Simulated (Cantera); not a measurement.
# Equilibrium for fluorocarbon and chlorocarbon gases: c-C4F8 + CH4 + H2

Feed: 1 mol c-C4F8, 0.023 mol CH4, 1.9 mol H2, held at 1623.15 K.

Cantera equilibrium calculation (NASA polynomials, part measured and part estimated; ideal gas, pure solids and liquids). Candidate condensed phases: C, C6H6, C7H8, C8H18; 95 gas species. The feed counts by its element totals alone. Gases not in the tables: C2F6 and larger saturated fluorocarbons. Equilibrium is a limit: real reactors are often held back by kinetics, nucleation or transport.

| P (Pa) | x HF | x CF4 | x F | x CF2 | x CF3 | n C(graphite) |
|---|---|---|---|---|---|---|
| 1 | 0.750 | 0.170 | 0.0489 | 0.0304 | 0.000586 | 2.98 |
| 4.20 | 0.775 | 0.192 | 0.0172 | 0.0158 | 0.000448 | 2.98 |
| 18 | 0.785 | 0.201 | 0.00584 | 0.00780 | 0.000323 | 2.98 |
| 75 | 0.788 | 0.205 | 0.00201 | 0.00386 | 0.000229 | 2.99 |
| 320 | 0.790 | 0.207 | 0.000679 | 0.00188 | 0.000161 | 2.99 |
| 1300 | 0.791 | 0.208 | 0.000237 | 0.000933 | 0.000114 | 2.99 |
| 5600 | 0.791 | 0.208 | 7.95e-5 | 0.000450 | 7.89e-5 | 2.99 |
| 24000 | 0.791 | 0.209 | 2.67e-5 | 0.000217 | 5.49e-5 | 3.00 |
| 100000 | 0.791 | 0.209 | 9.15e-6 | 0.000106 | 3.84e-5 | 3.00 |
x: gas mole fraction; n: condensed amount in mol.

From 1.00 Pa to 1.00 bar the condensed part is C(graphite). The main C-bearing gas is CF4 throughout.
